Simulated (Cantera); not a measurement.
Input (Python, Cantera) and output of one run.

```python
import numpy as np
import cantera as ct

gas_names = """
    CL CL2 H HCL H2 N NH NH2 NH3 N2 N2H2 N2H4 Si SiCL SiCL2 SiCL3 SiCL4 SiH SiHCL3 SiH2 SiH2CL2 SiH3
    SiH3CL SiH4 SiN Si2 Si2N Si3
""".split()
cond_names = """
    NH4CL(a) NH4CL(b) Si(cr) Si(L) Si3N4(a)
""".split()


# ... load() reads the species with a 1 bar reference pressure and builds the phases ...
atoms = {
    'Si3N4': {'Si': 3, 'N': 4},
    'HCl': {'H': 1, 'CL': 1},
    'H2': {'H': 2},
}
top_T = {'Si3N4(a)': 2400}  # K; cautious upper limits of use, not melting points


# ... equilibrate(T, P, feed) seeds the gas with the atoms and calls Mixture.equilibrate('TP', solver="vcs", rtol=1e-11, max_steps=5000) ...
results = []
feed = {'Si3N4': 1, 'HCl': 12, 'H2': 76}  # mol
P = 10000  # Pa
for T in [1248, 1298, 1348, 1398, 1448, 1498, 1548, 1598, 1648, 1698, 1748, 1798]:
    mix = equilibrate(T, P, feed)
    results.append((T, P, feed, dict(zip(mix.species_names, mix.species_moles))))

top = {s: max(r[3][s] / sum(r[3][g] for g in gas_names) for r in results) for s in gas_names}
cols = sorted((s for s in top if top[s] > 0.001), key=lambda s: -top[s])[:7]
seen = [c for c in cond_names if any(r[3].get(c, 0) > 1e-12 for r in results)]
print("log10 of partial pressures in bar; condensed amounts in mol")
print(f"{'T/K':>10s}" + "".join(f"{s[:9]:>10s}" for s in cols + seen))
for T, P, feed, n in results:
    ng = sum(n[g] for g in gas_names)
    print(f"{T:10.4g}" + "".join(f"{np.log10(max(n[s] / ng * P / 1e5, 1e-99)):10.3f}" for s in cols)
          + "".join(f"{n.get(c, 0):10.4g}" for c in seen))
```

Output:

```
log10 of partial pressures in bar; condensed amounts in mol
       T/K        H2       HCL     SiCL2        N2     SiCL4         H     Si(L)  Si3N4(a)
      1248    -1.061    -1.895    -4.436    -3.762    -3.807    -6.861         0    0.9239
      1298    -1.062    -1.896    -4.054    -3.703    -3.902    -6.501         0    0.9129
      1348    -1.062    -1.900    -3.736    -3.604    -4.031    -6.166         0    0.8903
      1398    -1.062    -1.908    -3.476    -3.474    -4.193    -5.856         0     0.852
      1448    -1.061    -1.921    -3.260    -3.332    -4.381    -5.566         0    0.7945
      1498    -1.061    -1.940    -3.079    -3.192    -4.590    -5.295         0    0.7158
      1548    -1.060    -1.966    -2.926    -3.063    -4.818    -5.042         0    0.6162
      1598    -1.060    -2.000    -2.797    -2.948    -5.064    -4.804         0    0.4984
      1648    -1.059    -2.040    -2.690    -2.848    -5.325    -4.580         0    0.3675
      1698    -1.058    -2.087    -2.600    -2.764    -5.601    -4.369         0    0.2296
      1748    -1.060    -2.090    -2.598    -2.653    -5.856    -4.171    0.6735         0
      1798    -1.061    -2.081    -2.610    -2.653    -6.089    -3.984    0.7429         0
```

Method: chemical equilibrium by Gibbs-energy minimisation in Cantera with the NASA 1993 tables (ideal gas, pure condensed phases). The tables' values for SiCl3, SiCl are old estimates; treat these amounts as uncertain. Gases not in the tables: Si2H6 and higher silanes.
